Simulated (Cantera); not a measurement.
An adiabatic, constant-volume homogeneous reactor starts with C3H8 : O2 : N2 = 1 : 3.85 : 15 (molar parts), equivalence ratio 1.3, at 1675 K and 0.790 bar. Integrator tolerance rtol = 1e-08.

Detailed kinetics in Cantera: GRI-Mech 3.0 (53 species, 325 reactions). GRI-Mech 3.0 was tuned for natural gas; its chemistry of propane as a main component is partial and can be far from experiment.

Question: What does this change do: initial temperature 1675 to 1623 K?

Answer: 
| quantity | before | after |
|---|---|---|
| time of steepest temperature rise | 26.2 µs | 35.3 µs |
| temperature at 1.00 s | 2992 K | 2979 K |
| equilibrium temperature | 2992 K | 2979 K |
| x(C3H8) at 1.00 s | <1e-12 (gas-phase equilibrium <1e-12) | <1e-12 (gas-phase equilibrium <1e-12) |
| x(O2) at 1.00 s | 0.00913 (gas-phase equilibrium 0.00913) | 0.00871 (gas-phase equilibrium 0.00871) |
| x(NO) at 1.00 s | 0.00896 (gas-phase equilibrium 0.00896) | 0.00863 (gas-phase equilibrium 0.00863) |
| x(CH2CO) at 1.00 s | <1e-12 (gas-phase equilibrium <1e-12) | <1e-12 (gas-phase equilibrium <1e-12) |
| x(OH) at 1.00 s | 0.0222 (gas-phase equilibrium 0.0222) | 0.0214 (gas-phase equilibrium 0.0214) |

Question: What does this change do: pressure from 0.790 bar to 12.0 bar?

Answer: 
```csv
quantity,before,after
time of steepest temperature rise,26.2 µs,3.75 µs
temperature at 1.00 s,2992 K,3263 K
equilibrium temperature,2992 K,3263 K
x(C3H8) at 1.00 s,<1e-12 (gas-phase equilibrium <1e-12),<1e-12 (gas-phase equilibrium <1e-12)
x(O2) at 1.00 s,0.00913 (gas-phase equilibrium 0.00913),0.00495 (gas-phase equilibrium 0.00495)
x(NO) at 1.00 s,0.00896 (gas-phase equilibrium 0.00896),0.00902 (gas-phase equilibrium 0.00902)
x(CH2CO) at 1.00 s,<1e-12 (gas-phase equilibrium <1e-12),<1e-12 (gas-phase equilibrium <1e-12)
x(OH) at 1.00 s,0.0222 (gas-phase equilibrium 0.0222),0.0174 (gas-phase equilibrium 0.0174)
```
The pressure lies above the range GRI-Mech 3.0 was tuned for (to about 10 atm). Above 3000 K some thermodynamic fits are extrapolated.
